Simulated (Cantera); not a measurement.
What does this Cantera script print?

```python
import numpy as np
import cantera as ct

gas = ct.Solution("h2o2.yaml")
gas.TPX = 525, 46000, {'H2': 1, 'O2': 0.385, 'N2': 1.65}
flame = ct.FreeFlame(gas, width=0.069)
flame.set_refine_criteria(ratio=3, slope=0.08, curve=0.16)
flame.transport_model = "unity-Lewis-number"
flame.solve(loglevel=0, auto=True)
z, T = flame.grid, flame.T
thick = (T[-1] - T[0]) / np.gradient(T, z).max()
show = ['H2', 'O2', 'H2O2', 'OH', 'O', 'HO2']
print(f"laminar burning velocity  {flame.velocity[0] * 100:.3f} cm/s")
print(f"burnt temperature         {T[-1]:.1f} K")
print(f"thermal thickness         {thick * 1e3:.4f} mm")
print(f"grid points               {len(z)}")
z0 = z[flame.heat_release_rate.argmax()]
print(f"{'z/mm':>9s}{'T/K':>9s}{'u/(m/s)':>9s}" + "".join(f"{s:>11s}" for s in show))
rows = []
for k in (-3, -2, -1.5, -1, -0.5, -0.25, 0, 0.25, 0.5, 1, 2, 4, 8):
    zz = z0 + k * thick
    rows.append([k * thick, np.interp(zz, z, T), np.interp(zz, z, flame.velocity),
                 *(np.interp(zz, z, flame.X[gas.species_index(s)]) for s in show)])
    print(f"{rows[-1][0] * 1e3:9.3f}{rows[-1][1]:9.1f}{rows[-1][2]:9.3f}" + "".join(f"{x:11.3e}" for x in rows[-1][3:]))
```

It prints:

```
laminar burning velocity  351.947 cm/s
burnt temperature         2357.4 K
thermal thickness         0.9664 mm
grid points               133
     z/mm      T/K  u/(m/s)         H2         O2       H2O2         OH          O        HO2
   -2.899    525.0    3.519  3.295e-01  1.269e-01  5.216e-12  2.196e-15  1.047e-13  1.815e-10
   -1.933    525.0    3.519  3.295e-01  1.269e-01  1.762e-10  3.477e-13  1.658e-11  6.104e-09
   -1.450    525.0    3.520  3.295e-01  1.269e-01  2.083e-09  1.010e-11  4.800e-10  7.159e-08
   -0.966    525.3    3.522  3.295e-01  1.268e-01  4.917e-08  6.747e-10  2.841e-08  1.670e-06
   -0.483    552.4    3.697  3.266e-01  1.253e-01  2.658e-06  1.074e-05  8.536e-06  9.792e-05
   -0.242    767.5    5.069  2.966e-01  1.108e-01  3.696e-06  3.530e-04  3.088e-04  9.465e-05
    0.000   1200.7    7.724  1.732e-01  5.750e-02  1.393e-06  2.737e-03  4.550e-03  3.013e-05
    0.242   1467.9    9.280  8.707e-02  1.901e-02  1.346e-06  7.199e-03  8.293e-03  8.480e-06
    0.483   1595.8    9.990  7.813e-02  1.207e-02  9.668e-07  9.337e-03  8.225e-03  4.792e-06
    0.966   1739.2   10.763  8.065e-02  9.273e-03  5.400e-07  1.094e-02  6.985e-03  3.209e-06
    1.933   1887.2   11.539  8.326e-02  6.875e-03  2.787e-07  1.172e-02  5.255e-03  2.128e-06
    3.866   2031.0   12.273  8.460e-02  4.536e-03  1.446e-07  1.134e-02  3.440e-03  1.316e-06
    7.731   2153.9   12.884  8.501e-02  2.613e-03  8.129e-08  9.776e-03  1.941e-03  7.701e-07
```

Cantera simulation using the H2/O2 subset of GRI-Mech 3.0, which has no nitrogen chemistry; the numbers are that mechanism's predictions, not measurements. Unity Lewis numbers drop preferential diffusion, which matters most where H2 and H carry the flame. Burning velocities carry a grid error of a few per cent, more on coarse grids.
